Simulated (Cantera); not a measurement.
Premixed flame

A freely propagating, adiabatic, planar premixed flame of 6.81 % CO, 2.25 % H2, 9.53 % CH4, 15.7 % O2, 59.2 % N2, 6.54 % CO2, equivalence ratio 1.5, unburnt at 698 K and 3.00 bar; mixture-averaged transport, grid criteria slope 0.08 and curve 0.16, no radiation.

Computed with Cantera and GRI-Mech 3.0 (53 species, 325 reactions). Burning velocities carry a grid error of a few per cent, more on coarse grids.

```json
[
 {"z (mm)": "-0.650", "T (K)": "699", "u (m/s)": "0.599", "x CO": "0.0680", "x H2": "0.0240", "x CH4": "0.0950", "x NO": "<1e-8", "x H2O2": "9.11e-8", "x C2H2": "9.35e-8"},
 {"z (mm)": "-0.433", "T (K)": "707", "u (m/s)": "0.607", "x CO": "0.0680", "x H2": "0.0261", "x CH4": "0.0941", "x NO": "2.98e-8", "x H2O2": "8.05e-7", "x C2H2": "1.08e-6"},
 {"z (mm)": "-0.325", "T (K)": "731", "u (m/s)": "0.629", "x CO": "0.0683", "x H2": "0.0282", "x CH4": "0.0921", "x NO": "1.27e-7", "x H2O2": "3.01e-6", "x C2H2": "5.12e-6"},
 {"z (mm)": "-0.217", "T (K)": "841", "u (m/s)": "0.729", "x CO": "0.0709", "x H2": "0.0317", "x CH4": "0.0839", "x NO": "8.76e-7", "x H2O2": "1.28e-5", "x C2H2": "3.52e-5"},
 {"z (mm)": "-0.108", "T (K)": "1243", "u (m/s)": "1.09", "x CO": "0.0848", "x H2": "0.0366", "x CH4": "0.0547", "x NO": "6.12e-6", "x H2O2": "2.02e-5", "x C2H2": "0.000225"},
 {"z (mm)": "-0.0541", "T (K)": "1588", "u (m/s)": "1.40", "x CO": "0.100", "x H2": "0.0391", "x CH4": "0.0290", "x NO": "1.24e-5", "x H2O2": "4.33e-6", "x C2H2": "0.000525"},
 {"z (mm)": "0", "T (K)": "1897", "u (m/s)": "1.69", "x CO": "0.115", "x H2": "0.0394", "x CH4": "0.00762", "x NO": "2.24e-5", "x H2O2": "1.40e-6", "x C2H2": "0.000862"},
 {"z (mm)": "0.0541", "T (K)": "2036", "u (m/s)": "1.81", "x CO": "0.119", "x H2": "0.0371", "x CH4": "0.000963", "x NO": "3.71e-5", "x H2O2": "3.48e-7", "x C2H2": "0.000395"},
 {"z (mm)": "0.108", "T (K)": "2075", "u (m/s)": "1.84", "x CO": "0.117", "x H2": "0.0360", "x CH4": "0.000102", "x NO": "4.96e-5", "x H2O2": "1.40e-7", "x C2H2": "8.65e-5"},
 {"z (mm)": "0.217", "T (K)": "2098", "u (m/s)": "1.86", "x CO": "0.115", "x H2": "0.0361", "x CH4": "2.18e-6", "x NO": "6.16e-5", "x H2O2": "7.44e-8", "x C2H2": "4.77e-6"},
 {"z (mm)": "0.433", "T (K)": "2116", "u (m/s)": "1.88", "x CO": "0.115", "x H2": "0.0364", "x CH4": "1.93e-8", "x NO": "6.85e-5", "x H2O2": "4.24e-8", "x C2H2": "8.81e-8"},
 {"z (mm)": "0.866", "T (K)": "2132", "u (m/s)": "1.89", "x CO": "0.115", "x H2": "0.0365", "x CH4": "<1e-8", "x NO": "7.13e-5", "x H2O2": "1.92e-8", "x C2H2": "<1e-8"},
 {"z (mm)": "1.73", "T (K)": "2141", "u (m/s)": "1.90", "x CO": "0.115", "x H2": "0.0365", "x CH4": "<1e-8", "x NO": "7.20e-5", "x H2O2": "<1e-8", "x C2H2": "<1e-8"}
]
```
x: mole fraction of selected species; z is measured from the peak of heat release.

| Item | Result |
|---|---|
| laminar burning velocity | 59.7 cm/s |
| thermal thickness | 0.217 mm |
| peak x(H2O2) | 2.33e-5 |
| peak x(C2H2) | 0.000865 |
| grid points | 138 |
